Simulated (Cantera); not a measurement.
Input: 1 mol Si, 11 mol HBr, a varied amount of N2, at 650 °C and 9500 Pa.

These are equilibrium values from Cantera (NASA tables, ideal gas, pure condensed phases), not measurements of a reactor. Candidate condensed phases: Br2, Si, Si3N4; 28 gas species. N2 is the only nitrogen source here; it is nearly inert below about 1500 K, so the nitride shown seldom forms there in practice. Kinetics and transport are ignored.

Problem. What share of the Si ends up in condensed phases as a function of n(N2) (mol), at 0.62, 1.1, 2.1, 3.9, 7.2, 13, 24, 45, 83?

Solution. 
```json
[
 {"n(N2) (mol)": "0.62", "Si condensed (%)": "0.0", "as": "-"},
 {"n(N2) (mol)": "1.1", "Si condensed (%)": "0.0", "as": "-"},
 {"n(N2) (mol)": "2.1", "Si condensed (%)": "0.0", "as": "-"},
 {"n(N2) (mol)": "3.9", "Si condensed (%)": "0.0", "as": "-"},
 {"n(N2) (mol)": "7.2", "Si condensed (%)": "5.2", "as": "Si3N4(s)"},
 {"n(N2) (mol)": "13", "Si condensed (%)": "14.2", "as": "Si3N4(s)"},
 {"n(N2) (mol)": "24", "Si condensed (%)": "23.5", "as": "Si3N4(s)"},
 {"n(N2) (mol)": "45", "Si condensed (%)": "33.0", "as": "Si3N4(s)"},
 {"n(N2) (mol)": "83", "Si condensed (%)": "41.7", "as": "Si3N4(s)"}
]
```
